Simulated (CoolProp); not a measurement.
Vapour-liquid equilibrium of toluene (1) + m-xylene (2) at 0.139 MPa; x and y are mole fractions of (1).

The numbers come from the multi-fluid Helmholtz-energy mixture model, Lemmon 2006 and Zhou 2012; pair parameters Bell 2016 in CoolProp.

Give the bubble temperature and the first vapour's composition at x = 0.05, 0.65, 0.85. Is there an azeotrope?

x = 0.05: 422.3 K, y = 0.097; x = 0.65: 402.4 K, y = 0.793; x = 0.85: 398.1 K, y = 0.916. No azeotrope shows between x = 0.05 and 0.95.

The pair parameters rest on a limited set of measurements; away from them the model extrapolates.
